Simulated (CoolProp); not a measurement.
Vapour-liquid equilibrium of R113 (1) + acetone (2) at 405.5 K; x and y are mole fractions of (1).

Model: multi-fluid Helmholtz-energy mixture model, Marx 1992 and Lemmon 2006; pair parameters Bell 2016, in CoolProp.

| x | bubble pressure (kPa) | y at the bubble point | dew pressure at overall composition x (kPa) | liquid density (mol/L) |
|---|---|---|---|---|
| 0.05 | ? | 0.083 | 817.7 | 10.79 |
| 0.2 | 916.3 | ? | 885.7 | 9.824 |
| 0.35 | 966.6 | 0.407 | 947.7 | 9.004 |
| 0.5 | 990.8 | 0.522 | 987.9 | 8.314 |
| 0.65 | 992.0 | 0.633 | 990.2 | 7.739 |
| 0.8 | 967.3 | ? | 954.5 | 7.265 |
| 0.95 | 906.6 | 0.926 | 896.5 | 6.876 |

Question: Complete the blanks.

Answer: 
- 0.05, bubble pressure (kPa): 832.6
- 0.2, y at the bubble point: 0.270
- 0.8, y at the bubble point: 0.759

y crosses x between x = 0.5 and 0.65: the model has an azeotrope there.

The pair parameters rest on a limited set of measurements; away from them the model extrapolates.
